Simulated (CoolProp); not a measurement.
Isobutene along the isotherm 307.1 K: Z from the reference equation and from simpler models built on Tc = 418.1 K, pc = 4.016 MPa, ω = 0.193; each cubic takes its own stable root.

Computed with CoolProp (reference Helmholtz-energy equation of state, Lemmon 2005). It is a short technical equation, of lower accuracy than the large ones.

```
p (MPa)   phase  reference
-------  ------  ---------
0.837    liquid    0.03182
1.67     liquid    0.06331
2.51     liquid    0.09487
3.35     liquid     0.1263
4.18     liquid     0.1571
5.02     liquid     0.1882
5.86     liquid     0.2191
6.69     liquid     0.2495
7.53     liquid     0.2802
8.37     liquid     0.3107
9.2      liquid     0.3407
10       liquid     0.3696
```

Task: How far does each simpler model (Redlich-Kwong, Peng-Robinson) lie from the reference over these 12 states: mean and median of the absolute difference, and the worst?

Result: 
- Redlich-Kwong: mean 10.1 %, median 10.0 %, worst +11.8 % at 307.1 K and 0.837 MPa
- Peng-Robinson: mean 5.0 %, median 5.0 %, worst -5.5 % at 307.1 K and 10 MPa
